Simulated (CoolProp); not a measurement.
Vapour-liquid equilibrium of dimethyl ether (1) + R227EA (2) at 220 kPa; x and y are mole fractions of (1).

The numbers come from the multi-fluid Helmholtz-energy mixture model, Wu 2011 and Lemmon 2016; pair parameters Bell 2016 in CoolProp.

```csv
x,"bubble temperature, mixture model (K)","bubble temperature, Raoult's law (K)","y, mixture model","y, Raoult's law"
0.05,277.5,275.9,0.021,0.067
0.15,?,274.9,0.093,0.193
0.25,281.2,274.0,?,0.312
0.35,?,273.1,0.365,0.424
0.45,280.6,272.2,0.528,0.528
0.55,?,271.4,0.675,0.626
0.65,276.1,270.5,0.793,0.718
0.75,?,269.7,0.879,0.805
0.85,271.0,268.9,0.940,0.887
0.95,268.8,268.2,?,0.963
```

Q: What belongs in the gaps?

A: 
- 0.15, bubble temperature, mixture model (K): 279.7
- 0.25, y, mixture model: 0.211
- 0.35, bubble temperature, mixture model (K): 281.5
- 0.55, bubble temperature, mixture model (K): 278.6
- 0.75, bubble temperature, mixture model (K): 273.5
- 0.95, y, mixture model: 0.983

The largest gap from Raoult's law is +8.4 K in bubble temperature, at x = 0.35. y crosses x between x = 0.25 and 0.35: the model has an azeotrope there.

Pair parameters are fitted to limited data, so mixtures are less certain than the pure fluids.
